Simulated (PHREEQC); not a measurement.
A solution holds 0.017 mol Cu(NO3)2, 0.00046 mol HNO3 and 0.022 mol FeCl3 per kg of water, at 25 °C. Closed to the air; pH follows from the charge balance.

Equilibrium calculation in PHREEQC: ion-association model, wateq4f.dat.

Task: The ionic strength comes out as 0.159 mol/kgw. What activity coefficients do FeCl2+, CuCl+, Cu+2, FeOH+2, Fe2(OH)2+4 get?

Result: FeCl2+ 0.76, CuCl+ 0.74, Cu+2 0.35, FeOH+2 0.32, Fe2(OH)2+4 0.012.

Precipitation was switched off in this run. Examples of supersaturated solids here: Hematite (slow to form), Goethite (slow to form). Others may be too.
